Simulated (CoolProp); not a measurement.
R227EA at 318.48 K and 0.329 MPa is throttled through a valve to 0.215 MPa with no heat exchange. Each further row changes one setting.

Computed with CoolProp (reference Helmholtz-energy equation of state, Lemmon 2016).

| case | temperature change (K) | final density (kg/m³) |
|---|---|---|
| as stated | (withheld) | 14.6 |
| outlet pressure 0.0645 MPa | (withheld) | (withheld) |
| outlet pressure 0.28 MPa | (withheld) | (withheld) |

Fill in the missing entries.


- as stated, temperature change (K): -1.8
- outlet pressure 0.0645 MPa, temperature change (K): -4.0
- outlet pressure 0.0645 MPa, final density (kg/m³): 4.26
- outlet pressure 0.28 MPa, temperature change (K): -0.8
- outlet pressure 0.28 MPa, final density (kg/m³): 19.2
